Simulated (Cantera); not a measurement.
Input: 1 mol BN, 16 mol F2, 12 mol N2, equilibrated at 75.0 Torr.

Method: chemical equilibrium by Gibbs-energy minimisation in Cantera with the NASA 1993 tables (ideal gas, pure condensed phases). Candidate condensed phases: B, BN; 13 gas species. Kinetics and transport are ignored.

log p: log10 of the partial pressure in bar; nothing condenses.

```tsv
T (K)	log p F	log p N2	log p F2	log p NF3	log p BF3
750	-3.32	-1.37	-1.77	-1.46	-2.32
850	-2.47	-1.36	-1.41	-1.99	-2.41
950	-1.93	-1.38	-1.38	-2.80	-2.47
1050	-1.56	-1.41	-1.51	-3.69	-2.51
1150	-1.33	-1.46	-1.78	-4.66	-2.56
1250	-1.23	-1.50	-2.17	-5.73	-2.60
1350	-1.19	-1.52	-2.60	-6.78	-2.62
1450	-1.17	-1.53	?	?	-2.62
1550	-1.17	-1.53	-3.40	-8.61	-2.63
1650	-1.17	-1.53	-3.74	-9.37	-2.63
1750	-1.17	-1.53	-4.04	-10.04	-2.63
1850	-1.17	-1.53	?	?	-2.63
1950	-1.17	-1.53	-4.55	-11.19	-2.63
```

Q: Fill in the missing entries.

A: 
- 1450, log p F2: -3.02
- 1450, log p NF3: -7.75
- 1850, log p F2: -4.31
- 1850, log p NF3: -10.64
